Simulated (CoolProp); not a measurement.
Computed with CoolProp (reference Helmholtz-energy equation of state, Span 1996).

Question: Give the vapour pressure (kPa), vapour density (kg/m³), surface tension (mN/m), liquid viscosity (µPa s) of saturated carbon dioxide at 244 K.

Answer: 
```json
[
 {"T (K)": "244", "p (kPa)": "1470", "vapour density (kg/m³)": "38.2", "surface tension (mN/m)": "10.3", "liquid viscosity (µPa s)": "162"}
]
```

Viscosity comes from a separate model (Laesecke 2017). Surface tension comes from a separate correlation (Mulero 2012).
